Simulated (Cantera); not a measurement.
An isothermal, constant-pressure homogeneous reactor starts with 1.45 % CH₄, 0.606 % O₂, 97.9 % N₂, at 1450 K and 5.60 bar.

Model: GRI-Mech 3.0 (53 species, 325 reactions), integrated in Cantera.

One state of this run: x CH₄ = 0.00633; x O₂ = 0.000362; x C₂H₂ = 0.00153; x N₂O = 2.46e-9; x H = 5.14e-7. x: mole fraction; the columns are a selection and need not sum to one.

Q: Which value of t (s) does it belong to?
A) 0.221
B) 0.0510
C) 0.0245
D) 0.106

A: D, 0.106
